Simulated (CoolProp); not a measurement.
Properties of oxygen along the isobar 1.01 bar.

Model: reference Helmholtz-energy equation of state, Schmidt 1985, in CoolProp.

```json
[
 {"T (K)": "99.8", "phase": "gas", "Z": "0.9762", "expansivity (1/kK)": "10.71"},
 {"T (K)": "113.6", "phase": "gas", "Z": "0.9835", "expansivity (1/kK)": "9.228"},
 {"T (K)": "127.3", "phase": "gas", "Z": "0.9882", "expansivity (1/kK)": "8.129"},
 {"T (K)": "141.1", "phase": "gas", "Z": "0.9912", "expansivity (1/kK)": "7.271"},
 {"T (K)": "154.8", "phase": "gas", "Z": "0.9933", "expansivity (1/kK)": "6.589"},
 {"T (K)": "168.6", "phase": "gas", "Z": "0.9948", "expansivity (1/kK)": "6.025"},
 {"T (K)": "182.3", "phase": "gas", "Z": "0.9959", "expansivity (1/kK)": "5.555"},
 {"T (K)": "196.1", "phase": "gas", "Z": "0.9968", "expansivity (1/kK)": "5.152"},
 {"T (K)": "209.9", "phase": "gas", "Z": "0.9974", "expansivity (1/kK)": "4.805"},
 {"T (K)": "223.6", "phase": "gas", "Z": "0.9979", "expansivity (1/kK)": "4.505"},
 {"T (K)": "237.4", "phase": "gas", "Z": "0.9983", "expansivity (1/kK)": "4.238"}
]
```
